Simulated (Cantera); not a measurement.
Feed: 1 mol Al(CH3)3, 9.5 mol O2, 21 mol H2, held at 1325 °C and 1200 Pa.

Method: chemical equilibrium by Gibbs-energy minimisation in Cantera with the NASA 1993 tables (ideal gas, pure condensed phases). Candidate condensed phases: Al, Al2O3, C, C6H6, C7H8, C8H18, H2O; 121 gas species. The feed counts by its element totals alone. The numbers say what is thermodynamically allowed, not how fast it happens.

Base state: H2O 0.479, H2 0.415, CO 0.0760, CO2 0.0293, H 0.000314, OH 1.41e-5 (mole fractions); condensed: Al2O3(s).

Problem. What changes in the equilibrium state with this change: temperature from 1325 °C to 1802 °C?

Solution. 
```
species          before    after
-------------  --------  -------
H2O               0.479    0.481
H2                0.415    0.397
CO               0.0760   0.0835
H              0.000314   0.0153
CO2              0.0293   0.0209
O               8.86e-9  5.87e-5
O2              4.68e-9  3.04e-5
Al2O3(s), mol     0.500    0.500
```
